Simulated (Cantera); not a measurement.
## Premixed flame

A freely propagating, adiabatic, planar premixed flame of CH₄ : O₂ : N₂ : H₂O = 1 : 1.67 : 8.17 : 0.047 (molar parts), equivalence ratio 1.2, unburnt at 350 K and 2.40 bar; mixture-averaged transport, grid criteria slope 0.08 and curve 0.16, no radiation.

Detailed kinetics in Cantera: GRI-Mech 3.0 (53 species, 325 reactions). Burning velocities carry a grid error of a few per cent, more on coarse grids.

```tsv
z (mm)	T (K)	u (m/s)	x CH₄	x O₂	x H₂O₂	x CO	x H	x C₂H₂
-1.71	351	0.110	0.0917	0.153	2.12e-8	7.23e-6	<1e-8	1.77e-8
-1.14	358	0.113	0.0909	0.152	3.59e-7	0.000123	<1e-8	4.48e-7
-0.856	388	0.123	0.0888	0.150	1.91e-6	0.000672	<1e-8	3.20e-6
-0.571	543	0.173	0.0793	0.138	1.00e-5	0.00410	<1e-8	2.72e-5
-0.285	1029	0.332	0.0493	0.0947	2.21e-5	0.0180	2.59e-6	0.000159
-0.143	1401	0.455	0.0251	0.0563	4.77e-6	0.0307	5.22e-5	0.000323
0	1738	0.566	0.00474	0.0179	6.20e-7	0.0415	0.000683	0.000545
0.143	1856	0.603	0.000271	0.00293	1.26e-7	0.0396	0.00172	0.000138
0.285	1879	0.609	1.61e-5	0.000543	6.41e-8	0.0363	0.00179	1.81e-5
0.571	1894	0.613	3.07e-7	0.000104	3.30e-8	0.0347	0.00132	8.80e-7
1.14	1905	0.616	<1e-8	3.25e-5	1.33e-8	0.0346	0.000779	2.59e-8
2.28	1911	0.618	<1e-8	8.18e-6	<1e-8	0.0348	0.000389	<1e-8
4.56	1914	0.619	<1e-8	1.95e-6	<1e-8	0.0348	0.000189	<1e-8
```
x: mole fraction of selected species; z is measured from the peak of heat release.

The laminar burning velocity is 11.0 cm/s, the thermal thickness comes out as 0.571 mm and the peak x(H₂O₂) is 2.26e-5. The peak x(CO) is 0.0420, the peak x(H) is 0.00184 and the peak x(C₂H₂) is 0.000552.
